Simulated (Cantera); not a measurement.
Mixture: 11.2 % CO, 15.7 % H2, 15.3 % O2, 57.7 % N2, at 3800000 Pa, adiabatic and at constant volume. Ignition delay is the time to a rise of 400 K.

Detailed kinetics in Cantera: GRI-Mech 3.0 (53 species, 325 reactions). The hydrogen kinetics of GRI-Mech 3.0 are dated; newer H2 mechanisms differ, most at raised pressure. The pressure lies above the range GRI-Mech 3.0 was tuned for (to about 10 atm).

**Question.** Predict: delay at 1300 K; delay at 1400 K; delay at 1500 K; delay at 1600 K; delay at 1700 K; delay at 1800 K; delay at 1900 K; apparent activation energy between 1700 and 1900 K.

**Answer.** 
```
Property                                                Value
--------------------------------------------------  ---------
delay at 1300 K                                       13.9 µs
delay at 1400 K                                       2.82 µs
delay at 1500 K                                      0.831 µs
delay at 1600 K                                      0.425 µs
delay at 1700 K                                      0.279 µs
delay at 1800 K                                      0.206 µs
delay at 1900 K                                      0.163 µs
apparent activation energy between 1700 and 1900 K  72 kJ/mol
```
